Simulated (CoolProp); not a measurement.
Vapour-liquid equilibrium of CH2F2 (R32) (1) + R227EA (2) at 13.1 bar; x and y are mole fractions of (1).

Model: multi-fluid Helmholtz-energy mixture model, Tillner-Roth 1997 and Lemmon 2016; pair parameters Bell 2016, in CoolProp.

Question: Give the bubble temperature and the first vapour's composition at x = 0.05, 0.2, 0.275. Is there an azeotrope?

Answer: x = 0.05: 333.6 K, y = 0.108; x = 0.2: 322.1 K, y = 0.388; x = 0.275: 316.9 K, y = 0.498. No azeotrope shows between x = 0.05 and 0.95.

Pair parameters are fitted to limited data, so mixtures are less certain than the pure fluids. The gap from Raoult's law changes sign with composition, which may be real or a fault of the pair parameters; it wasn't checked against measurements.
